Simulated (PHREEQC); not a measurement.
Synthetic water in mg/kgw, 25 °C, pH 6.27, pe 11:

```json
[
 {"constituent": "Na", "mg/kgw": "8.43"},
 {"constituent": "K", "mg/kgw": "16.9"},
 {"constituent": "Ca", "mg/kgw": "3.71"},
 {"constituent": "Mg", "mg/kgw": "1.41"},
 {"constituent": "Cl", "mg/kgw": "6.02"},
 {"constituent": "S(6) as SO4", "mg/kgw": "29.4"},
 {"constituent": "Alkalinity as HCO3", "mg/kgw": "17.8"},
 {"constituent": "O(0) (dissolved oxygen)", "mg/kgw": "0.0915"},
 {"constituent": "F", "mg/kgw": "0.0184"},
 {"constituent": "Si as SiO2", "mg/kgw": "0.165"},
 {"constituent": "Zn", "mg/kgw": "0.0743"}
]
```

Valence states are taken as typed.

Model: ion-association model, phreeqc.dat, run in PHREEQC.

| quantity | before | after |
|---|---|---|
| CO2 (mol/kgw) | 0.000337 | 0.00201 |
| Ca+2 (mol/kgw) | 8.89e-5 | 8.89e-5 |
| CaSO4 (mol/kgw) | 3.35e-6 | 3.35e-6 |
| MgSO4 (mol/kgw) | 2.74e-6 | 2.74e-6 |
| Zn+2 (mol/kgw) | 1.05e-6 | 1.05e-6 |
| KSO4- (mol/kgw) | 7.62e-7 | 7.61e-7 |
| SI of Quartz (SiO2) | -1.58 | -1.58 |

Q: Name the change that produced these shifts.
(A) temperature from 25 to 10 °C at the same typed pH
(B) Zn from 0.0743 to 0.0372 mg/kgw
(C) Ca from 3.71 to 11.1 mg/kgw
(D) pH from 6.27 to 5.5 at the same alkalinity

A: D, pH from 6.27 to 5.5 at the same alkalinity

Precipitation was switched off in this run. SiF6-2 is the database's only silicon fluoride.
